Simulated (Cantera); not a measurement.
A closed system holds: 1 mol SiO2, 2.2 mol C, 2.7 mol N2, at 1327 °C and 0.133 bar.

Cantera equilibrium calculation (NASA polynomials, part measured and part estimated; ideal gas, pure solids and liquids). Candidate condensed phases: C, Si, SiC, SiO2, Si2N2O, Si3N4; 34 gas species. The numbers say what is thermodynamically allowed, not how fast it happens.

### Question
What is the equilibrium state?

### Answer
| Quantity | Result |
|---|---|
| x(N2) | 0.595 |
| x(CO) | 0.405 |
| x(SiO) | 0.000163 |
| x(CO2) | 6.37e-6 |
| n(C(graphite)) | 0.700 mol |
| n(Si2N2O(s)) | 0.500 mol |
| gas amount | 3.701 mol |
| log10 activity of Si(s) (absent) | -2.84 |
